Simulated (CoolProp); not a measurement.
Propane at 298.15 K and 2.76 MPa flows at 0.086 m/s in a round tube of 2 mm bore and 15 µm roughness, fully developed (64/Re and Nu = 3.66 if laminar; Colebrook and Gnielinski if turbulent). Each further row changes one setting.

The numbers come from the reference Helmholtz-energy equation of state, Lemmon 2009 in CoolProp.

```csv
case,Reynolds number,Darcy friction factor,pressure drop (Pa/m),heat-transfer coefficient (W/(m² K)),mass flow (kg/h)
as stated,850,0.0753,69.3,175,0.484
velocity 0.172 m/s,1700,0.0377,139,175,0.968
diameter 4 mm,1700,0.0377,17.3,87.7,1.94
```

Viscosity comes from a separate model (Vogel 1998). Thermal conductivity comes from a separate model (Marsh 2002).
